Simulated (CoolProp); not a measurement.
Vapour-liquid equilibrium of ethylbenzene (1) + p-xylene (2) at 0.147 MPa; x and y are mole fractions of (1).

Computed with CoolProp (multi-fluid Helmholtz-energy mixture model, Zhou 2012 and Zhou 2012; pair parameters Bell 2016).

```
x     bubble temperature (°C)  y at the bubble point  dew temperature at overall composition x (°C)  liquid density (mol/L)
----  -----------------------  ---------------------  ---------------------------------------------  ----------------------
0.05                    152.6                      …                                          152.6                   6.959
0.2                     152.2                  0.210                                          152.2                       …
0.35                    151.8                  0.362                                          151.8                       …
0.5                     151.5                      …                                          151.5                       …
0.65                    151.2                  0.660                                          151.2                       …
0.8                     150.9                      …                                              …                   7.010
0.95                    150.7                  0.952                                          150.7                   7.021
```

**Question.** What belongs in the gaps?

**Answer.** 
- 0.05, y at the bubble point: 0.054
- 0.2, liquid density (mol/L): 6.968
- 0.35, liquid density (mol/L): 6.978
- 0.5, y at the bubble point: 0.512
- 0.5, liquid density (mol/L): 6.989
- 0.65, liquid density (mol/L): 6.999
- 0.8, y at the bubble point: 0.806
- 0.8, dew temperature at overall composition x (°C): 151.0

No azeotrope shows between x = 0.05 and 0.95.

Pair parameters are fitted to limited data, so mixtures are less certain than the pure fluids.
